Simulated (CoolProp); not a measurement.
c-C4F8 (RC318) along the isotherm 25.35 °C: fugacity coefficient from the reference equation and from simpler models built on Tc = 115.2 °C, pc = 2.778 MPa, ω = 0.355; each cubic takes its own stable root.

Values from CoolProp's reference Helmholtz-energy equation of state, Platzer 1990. This equation is an older, rougher fit; its heat capacities, sound speeds and derivatives of the liquid may be far off and weren't checked against measurements.

```csv
p (MPa),phase,reference,van der Waals,Redlich-Kwong,Soave-Redlich-Kwong,Peng-Robinson
1.16,liquid,0.2592,0.6420,0.3982,___,___
2.31,liquid,0.1384,0.3559,0.2144,0.1398,0.1359
3.47,liquid,0.09800,0.2611,0.1529,0.09934,0.09587
4.63,liquid,0.07810,0.2154,0.1227,0.07944,0.07610
5.79,liquid,0.06639,0.1892,0.1050,0.06775,0.06442
6.94,liquid,0.05884,0.1731,0.09355,0.06022,0.05685
8.1,liquid,0.05356,0.1626,0.08563,0.05498,0.05153
9.26,liquid,0.04977,0.1557,0.07998,0.05122,0.04767
10.4,liquid,0.04701,0.1515,0.07591,0.04850,0.04483
11.6,liquid,0.04485,0.1489,0.07275,0.04638,0.04257
12.7,liquid,0.04335,___,0.07061,0.04493,0.04097
13.9,liquid,0.04213,0.1480,0.06891,0.04375,0.03962
```

### Question
Complete the blanks.

### Answer

- 1.16, Soave-Redlich-Kwong: 0.2607
- 1.16, Peng-Robinson: 0.2555
- 12.7, van der Waals: 0.1479
